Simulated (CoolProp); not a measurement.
Computed with CoolProp (reference Helmholtz-energy equation of state, Thol 2019).

Question: For dodecamethylpentasiloxane (MD3M), give the phase and the density (kg/m³), cv (kJ/(kg K)), Joule-Thomson coefficient (K/MPa), isothermal compressibility (1/MPa) at 316.9 K and 1970 kPa.

Answer: 
- 316.9 K and 1970 kPa: liquid; density 855, cv 1.48, Joule-Thomson coefficient -0.434, isothermal compressibility 0.00170
